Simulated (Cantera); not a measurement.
Input (Python, Cantera) and output of one run.

```python
import numpy as np
import cantera as ct

gas_names = [...]  # 151 gases of nasa_gas.yaml made of C, H, N, O, Si
cond_names = """
    C(gr) C6H6(L) C7H8(L) C8H18(L),n-octa H2O(s) H2O(L) Si(cr) Si(L) SiC(b) SiO2(Lqz) SiO2(hqz) SiO2(L)
    Si2N2O(s) Si3N4(a)
""".split()


# ... load() reads the species with a 1 bar reference pressure and builds the phases ...
atoms = {
    'SiC': {'Si': 1, 'C': 1},
    'H2O': {'H': 2, 'O': 1},
    'N2': {'N': 2},
}
top_T = {'C(gr)': 4500, 'SiC(b)': 3050, 'Si2N2O(s)': 2100, 'Si3N4(a)': 2400}  # K; cautious upper limits of use, not melting points


# ... equilibrate(T, P, feed) seeds the gas with the atoms and calls Mixture.equilibrate('TP', solver="vcs", rtol=1e-11, max_steps=5000) ...
results = []
feed = {'SiC': 1, 'H2O': 0.0058, 'N2': 23}  # mol
T = 1723.15  # K
P = 12  # Pa
mix = equilibrate(T, P, feed)
results.append((T, P, feed, dict(zip(mix.species_names, mix.species_moles))))
x = sorted(zip(gas.X, gas.species_names), reverse=True)
print(f"T = {T:g} K  P = {P:g} Pa  gas = {mix.phase_moles(0):.4g} mol")
print("   x: " + "  ".join(f"{s} {v:.3e}" for v, s in x if v > 1e-05))
print("   condensed (mol): " + ("  ".join(f"{mix.phase(i).name} {mix.phase_moles(i):.4g}"
      for i in range(1, mix.n_phases) if mix.phase_moles(i) > 1e-12) or "none"))
```

Result:

```
T = 1723.15 K  P = 12 Pa  gas = 23.02 mol
   x: N2 9.991e-01  Si 2.670e-04  CO 2.478e-04  H 1.974e-04  H2 1.402e-04  HCN 2.521e-05
   condensed (mol): SiC(b) 0.9936
```

Cantera equilibrium calculation (NASA polynomials, part measured and part estimated; ideal gas, pure solids and liquids).
